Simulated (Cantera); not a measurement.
# Hydrocarbon pyrolysis for carbon deposition

An isothermal, constant-pressure homogeneous reactor starts with 11.1 % C₂H₆, 88.9 % H₂, at 1475 K and 0.00316 atm.

Cantera simulation using GRI-Mech 3.0 (53 species, 325 reactions); the numbers are that mechanism's predictions, not measurements. GRI-Mech 3.0 stops at C3 and has no aromatics, soot or wall deposition, so with more carbon than oxygen in the feed, carbon stays in small species such as C2H2 where larger ones or solid carbon would form. Radical loss at walls, strong at low pressure, is not modelled.

```tsv
t (s)	x C₂H₆	x H₂	x CH₄	x CH₃	x C₂H₂	x CH₂	x C₂H
3.00e-6	0.111	0.889	5.81e-8	1.42e-5	<1e-12	<1e-12	<1e-12
2.40e-5	0.111	0.889	3.64e-6	0.000110	<1e-12	3.61e-11	<1e-12
0.000192	0.110	0.888	0.000201	0.000712	1.38e-9	1.60e-8	<1e-12
0.00153	0.0943	0.883	0.00908	0.00447	3.82e-5	1.54e-6	4.46e-11
0.0122	0.00133	0.835	0.113	0.00489	0.0128	2.53e-6	4.12e-8
0.0979	3.23e-5	0.840	0.113	0.000748	0.0329	1.47e-7	1.74e-8
0.783	7.90e-6	0.843	0.111	0.000282	0.0438	2.54e-8	8.93e-9
6.26	7.29e-6	0.849	0.101	0.000278	0.0492	2.71e-8	1.09e-8
50.0	2.69e-6	0.876	0.0551	0.000178	0.0681	2.08e-8	1.75e-8
```
x: mole fraction; the columns are a selection and need not sum to one.

Equilibrium at this temperature and pressure: C₂H₆ 2.91e-9, H₂ 0.908, CH₄ 0.000928, CH₃ 4.53e-6, C₂H₂ 0.0904, CH₂ 8.81e-10, C₂H 3.52e-8 (gas phase only).
